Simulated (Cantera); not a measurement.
A perfectly stirred reactor is fed with 10.5 % CH4, 89.5 % H2, at 13.5 Torr; it is held at 1873 K, and followed from long to short residence time.

Computed with Cantera and GRI-Mech 3.0 (53 species, 325 reactions). GRI-Mech 3.0 stops at C3 and has no aromatics, soot or wall deposition, so with more carbon than oxygen in the feed, carbon stays in small species such as C2H2 where larger ones or solid carbon would form. Radical loss at walls, strong at low pressure, is not modelled.

x: mole fraction; the columns are a selection and need not sum to one.

```json
[
 {"τ (s)": "4.9", "x CH4": "0.00411", "x H2": "0.946", "x CH2": "?", "x CH3": "0.000353", "x C2H4": "1.61e-5", "x C2H": "2.30e-6", "x H": "0.00407"},
 {"τ (s)": "1.0", "x CH4": "0.0105", "x H2": "0.943", "x CH2": "?", "x CH3": "0.000769", "x C2H4": "3.55e-5", "x C2H": "1.84e-6", "x H": "0.00347"},
 {"τ (s)": "0.21", "x CH4": "0.0255", "x H2": "0.935", "x CH2": "?", "x CH3": "0.00155", "x C2H4": "0.000125", "x C2H": "1.27e-6", "x H": "0.00286"},
 {"τ (s)": "0.045", "x CH4": "0.0535", "x H2": "0.919", "x CH2": "?", "x CH3": "0.00266", "x C2H4": "0.000405", "x C2H": "6.42e-7", "x H": "0.00231"},
 {"τ (s)": "0.0093", "x CH4": "0.0881", "x H2": "0.901", "x CH2": "?", "x CH3": "0.00307", "x C2H4": "0.000682", "x C2H": "1.16e-7", "x H": "0.00159"},
 {"τ (s)": "0.0019", "x CH4": "0.104", "x H2": "0.895", "x CH2": "?", "x CH3": "0.00113", "x C2H4": "0.000108", "x C2H": "5.08e-10", "x H": "0.000490"},
 {"τ (s)": "0.00040", "x CH4": "0.105", "x H2": "0.895", "x CH2": "?", "x CH3": "0.000239", "x C2H4": "1.64e-6", "x C2H": "<1e-12", "x H": "0.000104"}
]
```

Complete the blanks.


- 4.9, x CH2: 1.68e-6
- 1.0, x CH2: 2.90e-6
- 0.21, x CH2: 4.33e-6
- 0.045, x CH2: 5.38e-6
- 0.0093, x CH2: 4.28e-6
- 0.0019, x CH2: 6.19e-7
- 0.00040, x CH2: 3.02e-8
